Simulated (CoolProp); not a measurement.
Computed with CoolProp (reference Helmholtz-energy equation of state, Akasaka 2023).

Task: For R1224YDZ, give the phase and the Z, cv (kJ/(kg K)), speed of sound (m/s), isothermal compressibility (1/MPa) at 325.6 K and 3.72 MPa.

Result: 
- 325.6 K and 3.72 MPa: liquid; Z 0.157, cv 0.852, speed of sound 546, isothermal compressibility 0.00363
